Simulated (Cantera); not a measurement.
A Cantera script and what it prints.

```python
import numpy as np
import cantera as ct

gas_names = [...]  # 148 gases of nasa_gas.yaml made of Al, C, H, N, O
cond_names = """
    AL(cr) AL(L) ALN(s) AL2O3(a) AL2O3(L) C(gr) C6H6(L) C7H8(L) C8H18(L),n-octa H2O(s) H2O(L)
""".split()


# ... load() reads the species with a 1 bar reference pressure and builds the phases ...
atoms = {
    'Al(CH3)3': {'AL': 1, 'C': 3, 'H': 9},
    'O2': {'O': 2},
    'N2': {'N': 2},
}
top_T = {'ALN(s)': 2750, 'C(gr)': 4500}  # K; cautious upper limits of use, not melting points


# ... equilibrate(T, P, feed) seeds the gas with the atoms and calls Mixture.equilibrate('TP', solver="vcs", rtol=1e-11, max_steps=5000) ...
results = []
feed = {'Al(CH3)3': 1, 'O2': 0.76, 'N2': 1.5}  # mol
P = 10000  # Pa
for T in [925, 1125, 1325, 1525, 1725, 1925, 2125]:
    mix = equilibrate(T, P, feed)
    results.append((T, P, feed, dict(zip(mix.species_names, mix.species_moles))))

top = {s: max(r[3][s] / sum(r[3][g] for g in gas_names) for r in results) for s in gas_names}
cols = sorted((s for s in top if top[s] > 0.001), key=lambda s: -top[s])[:5]
seen = [c for c in cond_names if any(r[3].get(c, 0) > 1e-12 for r in results)]
print("log10 of partial pressures in bar; condensed amounts in mol")
print(f"{'T/K':>10s}" + "".join(f"{s[:9]:>10s}" for s in cols + seen))
for T, P, feed, n in results:
    ng = sum(n[g] for g in gas_names)
    print(f"{T:10.4g}" + "".join(f"{np.log10(max(n[s] / ng * P / 1e5, 1e-99)):10.3f}" for s in cols)
          + "".join(f"{n.get(c, 0):10.4g}" for c in seen))
```

Output:

```
log10 of partial pressures in bar; condensed amounts in mol
       T/K        H2        N2        CO        AL       CH4    ALN(s)  AL2O3(a)     C(gr)
       925    -1.135    -1.598    -3.519   -29.084    -2.915         0       0.5      2.91
      1125    -1.128    -1.603    -3.480   -19.185    -3.795         0       0.5      2.97
      1325    -1.127    -1.604    -3.432   -12.342    -4.427  0.001517    0.4992     2.975
      1525    -1.142    -1.651    -2.264    -9.020    -4.925    0.2128    0.3936     2.657
      1725    -1.194    -1.848    -1.665    -6.397    -5.388         1         0      1.47
      1925    -1.196    -1.852    -1.665    -4.404    -5.674    0.9967         0     1.452
      2125    -1.213    -1.843    -1.679    -2.798    -5.933    0.8691         0     1.416
```

Method: chemical equilibrium by Gibbs-energy minimisation in Cantera with the NASA 1993 tables (ideal gas, pure condensed phases). The feed counts by its element totals alone. Mutual solubility and eutectic melting of coexisting phases are not modelled. Condensed phases not in the tables: aluminium oxynitride.
